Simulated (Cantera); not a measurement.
An isothermal, constant-pressure homogeneous reactor starts with C2H6 : N2 = 1 : 28 (molar parts), at 1025 K and 0.0263 atm. Integrator tolerance rtol = 1e-08.

Computed with Cantera and GRI-Mech 3.0 (53 species, 325 reactions). GRI-Mech 3.0 stops at C3 and has no aromatics, soot or wall deposition, so with more carbon than oxygen in the feed, carbon stays in small species such as C2H2 where larger ones or solid carbon would form. Radical loss at walls, strong at low pressure, is not modelled.

**Question.** What does this change do: pressure from 0.0263 atm to 0.000523 atm?

**Answer.** 
| quantity | before | after |
|---|---|---|
| x(C2H6) at 200 s | 4.21e-5 (gas-phase equilibrium 3.16e-6) | 0.00404 (gas-phase equilibrium 8.80e-9) |
| x(CH3) at 200 s | 6.91e-8 (gas-phase equilibrium 5.66e-8) | 6.05e-6 (gas-phase equilibrium 2.12e-8) |
| x(HCN) at 200 s | 1.24e-12 (gas-phase equilibrium 0.0235) | 2.66e-11 (gas-phase equilibrium 0.0316) |
| x(H2) at 200 s | 0.0401 (gas-phase equilibrium 0.0318) | 0.0269 (gas-phase equilibrium 0.0621) |
| x(C2H) at 200 s | <1e-12 (gas-phase equilibrium <1e-12) | 2.46e-12 (gas-phase equilibrium <1e-12) |
